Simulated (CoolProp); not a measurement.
Vapour-liquid equilibrium of R134a (1) + R124 (2) at 0.00464 MPa; x and y are mole fractions of (1).

Values from CoolProp's multi-fluid Helmholtz-energy mixture model, Tillner-Roth 1994 and de Vries 1995; pair parameters Bell 2016.

```
x      bubble temperature, mixture model (°C)  bubble temperature, Raoult's law (°C)  y, mixture model  y, Raoult's law
-----  --------------------------------------  -------------------------------------  ----------------  ---------------
0.05                                    -68.4                                  -68.0             0.122            0.099
0.125                                   -69.8                                  -69.0             0.269            0.231
0.2                                     -70.9                                  -70.0             0.385            0.345
0.275                                   -71.9                                  -70.8             0.480            0.445
0.35                                    -72.8                                  -71.7             0.558            0.533
0.425                                   -73.5                                  -72.4             0.625            0.611
0.5                                     -74.2                                  -73.2             0.684            0.680
0.575                                   -74.7                                  -73.8             0.737            0.743
0.65                                    -75.3                                  -74.5             0.786            0.799
0.725                                   -75.7                                  -75.1             0.832            0.850
0.8                                     -76.1                                  -75.7             0.877            0.896
0.875                                   -76.5                                  -76.2             0.922            0.938
0.95                                    -76.9                                  -76.8             0.968            0.976
```

The largest gap from Raoult's law is -1.1 K in bubble temperature, at x = 0.35. No azeotrope shows between x = 0.05 and 0.95.

The pair parameters rest on a limited set of measurements; away from them the model extrapolates.
